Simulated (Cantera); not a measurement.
Input (Python, Cantera):

```python
import numpy as np
import cantera as ct

gas = ct.Solution("gri30.yaml")
gas.TPX = 1300, 66000, {'N2O': 1}
reactor = ct.IdealGasConstPressureReactor(gas, energy="off", clone=False)
net = ct.ReactorNet([reactor])
net.rtol, net.atol = 1e-08, 1e-18
show = ['N2O', 'N2', 'O2', 'O', 'NO2', 'NO']
times = np.geomspace(2e-05, 200, 13)

steps = ct.SolutionArray(gas, extra=["t"])
rows = []
print(f"{'t/s':>10s}{'T/K':>9s}{'P/Pa':>11s}" + "".join(f"{s:>11s}" for s in show))
for t in times:
    while net.time < t:
        t_next = net.step()
        steps.append(gas.state, t=t_next)
    rows.append([np.interp(t, steps.t, y) for y in (steps.T, steps.P, *steps(*show).X.T)])
    print(f"{t:10.3e}{rows[-1][0]:9.1f}{rows[-1][1]:11.4g}" + "".join(f"{x:11.3e}" for x in rows[-1][2:]))
rate = np.gradient(steps.T, steps.t)
print("integrator steps:", len(steps.t))
if steps.T.max() > steps.T[0] + 200:
    print(f"time of steepest temperature rise: {steps.t[rate.argmax()]:.4e} s")
gas.TPX = 1300, 66000, {'N2O': 1}
gas.equilibrate("TP")
print(f"equilibrium (TP): T = {gas.T:.1f} K  " + "  ".join(f"{s} {gas[s].X[0]:.3e}" for s in show))
```

Output:

```
       t/s      T/K       P/Pa        N2O         N2         O2          O        NO2         NO
 2.000e-05   1300.0    6.6e+04  9.999e-01  3.572e-05  1.320e-05  7.018e-06  3.751e-11  4.606e-06
 7.662e-05   1300.0    6.6e+04  9.997e-01  1.535e-04  6.718e-05  7.364e-06  9.684e-10  2.344e-05
 2.936e-04   1300.0    6.6e+04  9.990e-01  6.053e-04  2.750e-04  7.363e-06  1.602e-08  9.595e-05
 1.125e-03   1300.0    6.6e+04  9.962e-01  2.332e-03  1.069e-03  7.361e-06  2.300e-07  3.729e-04
 4.309e-03   1300.0    6.6e+04  9.856e-01  8.887e-03  4.082e-03  7.349e-06  2.796e-06  1.422e-03
 1.651e-02   1300.0    6.6e+04  9.464e-01  3.311e-02  1.521e-02  7.292e-06  2.261e-05  5.277e-03
 6.325e-02   1300.0    6.6e+04  8.150e-01  1.143e-01  5.256e-02  7.052e-06  1.018e-04  1.804e-02
 2.423e-01   1300.0    6.6e+04  4.925e-01  3.143e-01  1.449e-01  6.133e-06  2.914e-04  4.801e-02
 9.283e-01   1300.0    6.6e+04  1.199e-01  5.487e-01  2.550e-01  3.202e-06  4.806e-04  7.596e-02
 3.557e+00   1300.0    6.6e+04  3.774e-03  6.250e-01  2.925e-01  2.630e-07  6.566e-04  7.814e-02
 1.363e+01   1300.0    6.6e+04  1.692e-06  6.276e-01  2.937e-01  1.189e-07  8.084e-04  7.784e-02
 5.220e+01   1300.0    6.6e+04  1.649e-06  6.277e-01  2.938e-01  1.189e-07  8.070e-04  7.769e-02
 2.000e+02   1300.0    6.6e+04  1.626e-06  6.280e-01  2.941e-01  1.190e-07  8.016e-04  7.714e-02
integrator steps: 1119
equilibrium (TP): T = 1300.0 K  N2O 2.283e-08  N2 6.664e-01  O2 3.331e-01  O 1.265e-07  NO2 5.099e-06  NO 4.609e-04
```

Detailed kinetics in Cantera: GRI-Mech 3.0 (53 species, 325 reactions). GRI-Mech 3.0 was tuned for natural gas; its chemistry of N2O as a main component is partial and can be far from experiment. The mechanism lacks the step 2 NO + O2 → 2 NO2, which can matter for NO2 below about 1400 K. The temperature is held fixed by assumption; the heat of reaction is taken as removed at once.
